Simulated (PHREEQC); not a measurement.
Synthetic water in mg/kgw, 25 °C, pH 2.97, pe 12.6:

```json
[
 {"constituent": "Na", "mg/kgw": "470"},
 {"constituent": "K", "mg/kgw": "40.1"},
 {"constituent": "Ca", "mg/kgw": "453"},
 {"constituent": "Mg", "mg/kgw": "54.9"},
 {"constituent": "Cl", "mg/kgw": "613"},
 {"constituent": "S(6) as SO4", "mg/kgw": "1630"},
 {"constituent": "Zn", "mg/kgw": "0.37"},
 {"constituent": "B", "mg/kgw": "0.0619"},
 {"constituent": "Li", "mg/kgw": "0.348"},
 {"constituent": "Fe(3)", "mg/kgw": "3.17"},
 {"constituent": "Sr", "mg/kgw": "0.751"},
 {"constituent": "Al", "mg/kgw": "5.42"}
]
```

Valence states are taken as typed.

Model: ion-association model, phreeqc.dat, run in PHREEQC.

This is a speciation only: nothing precipitates in the calculation.

Question: Order these Al species by the share of Al that they hold, largest first: AlSO4+, Al+3, Al(SO4)2-.

Answer: AlSO4+ (72 %), Al+3 (17 %), Al(SO4)2- (11 %)

The pH is 2.97 and the ionic strength 0.0630 mol/kgw. The solution is supersaturated, for example in Jarosite-K, Hematite (slow to form), so a real one may precipitate; this is no full list. Complexes and solids missing from the database can't appear.
